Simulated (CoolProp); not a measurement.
Vapour-liquid equilibrium of CH2F2 (R32) (1) + fluoroethane (R161) (2) at 11.9 bar; x and y are mole fractions of (1).

The numbers come from the multi-fluid Helmholtz-energy mixture model, Tillner-Roth 1997 and Wu 2012; pair parameters Bell 2016 in CoolProp.

```tsv
x	bubble temperature (°C)	y at the bubble point	dew temperature at overall composition x (°C)	liquid density (mol/L)
0.05	32.7	0.084	33.5	14.57
0.15	29.4	0.231	31.2	15.01
0.25	26.6	0.357	29.0	15.46
0.35	24.1	0.467	26.7	15.91
0.45	21.9	0.566	24.5	16.39
0.55	19.9	0.656	22.2	16.88
0.65	18.0	0.741	20.0	17.40
0.75	16.3	0.820	17.8	17.94
0.85	14.7	0.895	15.7	18.51
0.95	13.2	0.966	13.5	19.11
```

No azeotrope shows between x = 0.05 and 0.95.

Pair parameters are fitted to limited data, so mixtures are less certain than the pure fluids.
